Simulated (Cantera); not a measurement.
## Equilibrium for hydrogen reduction and annealing atmospheres: Fe3O4 + H2

Charge: 1 mol Fe3O4, a varied amount of H2, equilibrated at 1348 K and 13.3 mbar.

Cantera equilibrium calculation (NASA polynomials, part measured and part estimated; ideal gas, pure solids and liquids). Candidate condensed phases: Fe, FeO, Fe(OH)2, Fe(OH)3, Fe2O3, Fe3O4, H2O; 12 gas species. Mutual solubility and eutectic melting of coexisting phases are not modelled. The tables' stoichiometric FeO is somewhat more stable than real wüstite, so its field is too wide. FeO: taken at fixed stoichiometry. The numbers say what is thermodynamically allowed, not how fast it happens.

From 11 mol H2 to 15 mol H2 the condensed part is Fe(γ) + FeO(s). From 17 mol H2 to 68 mol H2 the condensed part is Fe(γ). The main Fe-bearing gas is Fe(OH)2 at 11 mol H2 and Fe at 68 mol H2.

```csv
n(H2) (mol),x H2,x H2O,x H,x Fe(OH)2,x Fe,x OH,n Fe(γ),n FeO(s)
11,0.740,0.260,1.72e-5,7.98e-7,3.06e-7,9.74e-8,1.86,1.14
13,0.740,0.260,1.72e-5,7.98e-7,3.06e-7,9.74e-8,2.38,0.623
15,0.740,0.260,1.72e-5,7.98e-7,3.06e-7,9.74e-8,2.90,0.103
17,0.765,0.235,1.75e-5,6.33e-7,3.06e-7,8.68e-8,3.00,0
20,0.800,0.200,1.79e-5,4.37e-7,3.06e-7,7.21e-8,3.00,0
23,0.826,0.174,1.82e-5,3.20e-7,3.06e-7,6.17e-8,3.00,0
27,0.852,0.148,1.85e-5,2.25e-7,3.06e-7,5.18e-8,3.00,0
32,0.875,0.125,1.87e-5,1.56e-7,3.06e-7,4.31e-8,3.00,0
37,0.892,0.108,1.89e-5,1.15e-7,3.06e-7,3.69e-8,3.00,0
43,0.907,0.0930,1.91e-5,8.35e-8,3.06e-7,3.15e-8,3.00,0
50,0.920,0.0800,1.92e-5,6.09e-8,3.06e-7,2.69e-8,3.00,0
58,0.931,0.0690,1.93e-5,4.47e-8,3.06e-7,2.31e-8,3.00,0
68,0.941,0.0588,1.94e-5,3.22e-8,3.06e-7,1.96e-8,3.00,0
```
x: gas mole fraction; n: condensed amount in mol.
